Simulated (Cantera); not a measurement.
# NO annealing gas

An isothermal, constant-pressure homogeneous reactor starts with NO : N2 = 1 : 5.8 (molar parts), at 2100 K and 0.132 atm.

Detailed kinetics in Cantera: GRI-Mech 3.0 (53 species, 325 reactions).

| t (s) | x NO | x N2O | x NO2 | x O2 | x O | x N2 |
|---|---|---|---|---|---|---|
| 0.000600 | 0.147 | 3.35e-6 | 1.26e-7 | 6.21e-8 | 4.54e-6 | 0.853 |
| 0.00162 | 0.147 | 6.84e-6 | 5.29e-7 | 5.18e-7 | 1.43e-5 | 0.853 |
| 0.00437 | 0.147 | 1.00e-5 | 1.87e-6 | 4.74e-6 | 4.56e-5 | 0.853 |
| 0.0118 | 0.147 | 1.05e-5 | 5.04e-6 | 4.30e-5 | 0.000124 | 0.853 |
| 0.0319 | 0.146 | 1.02e-5 | 8.48e-6 | 0.000296 | 0.000218 | 0.853 |
| 0.0861 | 0.144 | 9.79e-6 | 1.01e-5 | 0.00123 | 0.000260 | 0.854 |
| 0.232 | 0.139 | 8.90e-6 | 1.26e-5 | 0.00401 | 0.000328 | 0.857 |
| 0.627 | 0.122 | 6.62e-6 | 1.68e-5 | 0.0125 | 0.000478 | 0.865 |
| 1.69 | 0.0764 | 2.53e-6 | 1.68e-5 | 0.0349 | 0.000736 | 0.888 |
| 4.57 | 0.0201 | 2.78e-7 | 5.92e-6 | 0.0629 | 0.000964 | 0.916 |
| 12.3 | 0.00651 | 1.39e-7 | 2.01e-6 | 0.0697 | 0.00101 | 0.923 |
| 33.3 | 0.00624 | 1.38e-7 | 1.93e-6 | 0.0699 | 0.00101 | 0.923 |
| 90.0 | 0.00624 | 1.38e-7 | 1.93e-6 | 0.0699 | 0.00101 | 0.923 |
x: mole fraction; the columns are a selection and need not sum to one.

Equilibrium at this temperature and pressure: NO 0.00624, N2O 1.38e-7, NO2 1.93e-6, O2 0.0699, O 0.00101, N2 0.923 (gas phase only).
